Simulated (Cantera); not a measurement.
Input: 1 mol B, 1.4 mol O₂, 3.3 mol H₂, equilibrated at 1325 K and 5300 Pa.

These are equilibrium values from Cantera (NASA tables, ideal gas, pure condensed phases), not measurements of a reactor. Candidate condensed phases: B, B₂O₃, B₃O₃H₃, H₂O; 23 gas species. Gases not in the tables: H₃BO₃. The numbers say what is thermodynamically allowed, not how fast it happens.

Base state: H₂ 0.603, H₂O 0.386, HBO₂ 0.0111, (HBO₂)₃ 0.000419 (mole fractions); condensed: B₂O₃(l).

### Question
What changes in the equilibrium state with this change: O₂ from 1.4 to 0.068 mol?

### Answer
```csv
species,before,after
H₂,0.603,0.997
HBO,2.78e-6,0.00179
B₃O₃H₃,<1e-9,0.00160
H₂O,0.386,2.53e-6
HBO₂,0.0111,2.85e-5
(HBO₂)₃,0.000419,<1e-9
B₂O₂,<1e-9,4.12e-5
"B₂O₃(l), mol",0.479,0.0379
"B(s), mol",0,0.902
```
Mutual solubility and eutectic melting of coexisting phases are not modelled.
